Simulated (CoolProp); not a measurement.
Computed with CoolProp (reference Helmholtz-energy equation of state, Thol 2017).

Problem. Give the vapour pressure (MPa), vapour Z, surface tension (mN/m) of saturated decamethyltetrasiloxane (MD2M) at 161.35 °C.

Solution. 
```
T (°C)  p (MPa)  vapour Z  surface tension (mN/m)
------  -------  --------  ----------------------
161.35   0.0419     0.962                    7.39
```

Surface tension comes from a separate correlation (Mulero 2014), older than this fluid's equation and unchecked against measurements.
